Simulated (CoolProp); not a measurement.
Values from CoolProp's reference Helmholtz-energy equation of state, Lemmon 2013.

Task: For propylene, give the phase and the speed of sound (m/s), isothermal compressibility (1/MPa), conductivity (mW/(m K)), fugacity coefficient at 368 K and 3.48 bar.

Result: 
- 368 K and 3.48 bar: gas; speed of sound 280, isothermal compressibility 2.95, conductivity 25.2, fugacity coefficient 0.975

Thermal conductivity comes from a separate model (Huber 2003), an estimate that may be off by 10 % or more.
